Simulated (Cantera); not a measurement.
An isothermal, constant-pressure homogeneous reactor starts with 9.71 % C₂H₆, 90.3 % H₂, at 1600 K and 1.28 atm.

Computed with Cantera and GRI-Mech 3.0 (53 species, 325 reactions). GRI-Mech 3.0 stops at C3 and has no aromatics, soot or wall deposition, so with more carbon than oxygen in the feed, carbon stays in small species such as C2H2 where larger ones or solid carbon would form.

x: mole fraction; the columns are a selection and need not sum to one.

```json
[
 {"t (s)": "0.000200", "x C₂H₆": "0.000430", "x H₂": "0.874", "x C₂H": "6.23e-9", "x CH₄": "0.0705", "x C₂H₄": "0.0387", "x C₂H₂": "0.0157", "x CH₃": "0.000172"},
 {"t (s)": "0.000426", "x C₂H₆": "(withheld)", "x H₂": "0.875", "x C₂H": "(withheld)", "x CH₄": "0.0707", "x C₂H₄": "(withheld)", "x C₂H₂": "(withheld)", "x CH₃": "(withheld)"},
 {"t (s)": "0.000909", "x C₂H₆": "8.83e-5", "x H₂": "0.875", "x C₂H": "5.67e-9", "x CH₄": "0.0707", "x C₂H₄": "0.0262", "x C₂H₂": "0.0275", "x CH₃": "8.83e-5"},
 {"t (s)": "0.00194", "x C₂H₆": "6.04e-5", "x H₂": "0.876", "x C₂H": "6.89e-9", "x CH₄": "0.0706", "x C₂H₄": "0.0171", "x C₂H₂": "0.0359", "x CH₃": "8.20e-5"},
 {"t (s)": "0.00413", "x C₂H₆": "3.78e-5", "x H₂": "0.877", "x C₂H": "7.71e-9", "x CH₄": "0.0705", "x C₂H₄": "0.00934", "x C₂H₂": "0.0431", "x CH₃": "7.62e-5"},
 {"t (s)": "0.00880", "x C₂H₆": "2.89e-5", "x H₂": "0.877", "x C₂H": "7.97e-9", "x CH₄": "0.0705", "x C₂H₄": "0.00616", "x C₂H₂": "0.0461", "x CH₃": "7.37e-5"},
 {"t (s)": "0.0188", "x C₂H₆": "2.80e-5", "x H₂": "0.877", "x C₂H": "7.99e-9", "x CH₄": "0.0705", "x C₂H₄": "0.00584", "x C₂H₂": "0.0464", "x CH₃": "7.34e-5"},
 {"t (s)": "0.0400", "x C₂H₆": "2.80e-5", "x H₂": "0.877", "x C₂H": "7.98e-9", "x CH₄": "0.0705", "x C₂H₄": "0.00583", "x C₂H₂": "0.0464", "x CH₃": "7.35e-5"},
 {"t (s)": "0.0853", "x C₂H₆": "2.80e-5", "x H₂": "0.877", "x C₂H": "7.98e-9", "x CH₄": "0.0706", "x C₂H₄": "0.00583", "x C₂H₂": "0.0463", "x CH₃": "7.35e-5"},
 {"t (s)": "0.182", "x C₂H₆": "2.80e-5", "x H₂": "0.877", "x C₂H": "7.97e-9", "x CH₄": "0.0707", "x C₂H₄": "0.00583", "x C₂H₂": "0.0463", "x CH₃": "7.36e-5"},
 {"t (s)": "0.387", "x C₂H₆": "2.81e-5", "x H₂": "0.877", "x C₂H": "7.96e-9", "x CH₄": "0.0708", "x C₂H₄": "0.00582", "x C₂H₂": "0.0463", "x CH₃": "7.37e-5"},
 {"t (s)": "0.826", "x C₂H₆": "2.81e-5", "x H₂": "0.877", "x C₂H": "7.96e-9", "x CH₄": "0.0708", "x C₂H₄": "0.00582", "x C₂H₂": "0.0462", "x CH₃": "7.37e-5"},
 {"t (s)": "1.76", "x C₂H₆": "2.81e-5", "x H₂": "0.877", "x C₂H": "7.96e-9", "x CH₄": "0.0708", "x C₂H₄": "0.00582", "x C₂H₂": "0.0462", "x CH₃": "7.37e-5"},
 {"t (s)": "3.75", "x C₂H₆": "2.81e-5", "x H₂": "0.877", "x C₂H": "7.96e-9", "x CH₄": "0.0708", "x C₂H₄": "0.00582", "x C₂H₂": "0.0462", "x CH₃": "7.37e-5"},
 {"t (s)": "8.00", "x C₂H₆": "2.81e-5", "x H₂": "0.877", "x C₂H": "7.96e-9", "x CH₄": "0.0708", "x C₂H₄": "0.00582", "x C₂H₂": "0.0462", "x CH₃": "7.37e-5"}
]
```

### Question
Complete the blanks.

### Answer

- 0.000426, x C₂H₆: 0.000143
- 0.000426, x C₂H: 5.08e-9
- 0.000426, x C₂H₄: 0.0333
- 0.000426, x C₂H₂: 0.0209
- 0.000426, x CH₃: 0.000104
